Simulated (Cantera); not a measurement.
An adiabatic, constant-volume homogeneous reactor starts with CH4 : CO : O2 : N2 = 1 : 0.11 : 3.74 : 14 (molar parts), equivalence ratio 0.55, at 1700 K and 760 Torr.

Computed with Cantera and GRI-Mech 3.0 (53 species, 325 reactions).

Problem. Predict: time of steepest temperature rise; temperature at 6.00 s; equilibrium temperature; x(CO) at 6.00 s; x(O2) at 6.00 s; x(HO2) at 6.00 s; x(H2O2) at 6.00 s.

Solution. 
| Item | Value |
|---|---|
| time of steepest temperature rise | 0.191 ms |
| temperature at 6.00 s | 2723 K |
| equilibrium temperature | 2723 K |
| x(CO) at 6.00 s | 0.0135 (gas-phase equilibrium 0.0135) |
| x(O2) at 6.00 s | 0.0788 (gas-phase equilibrium 0.0788) |
| x(HO2) at 6.00 s | 1.25e-5 (gas-phase equilibrium 1.25e-5) |
| x(H2O2) at 6.00 s | 3.55e-7 (gas-phase equilibrium 3.55e-7) |
